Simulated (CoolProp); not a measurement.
The numbers come from the reference Helmholtz-energy equation of state, McLinden 2015 in CoolProp.

Problem. Give the vapour pressure (bar), liquid density (kg/m³), liquid cp (kJ/(kg K)) of saturated the fluoroketone C6F12O (FK-5-1-12) at 283.6, 343.7 K.

Solution. 
```
T (K)  p (bar)  liquid density (kg/m³)  liquid cp (kJ/(kg K))
-----  -------  ----------------------  ---------------------
283.6    0.210                    1650                   1.09
343.7     2.02                    1450                   1.15
```
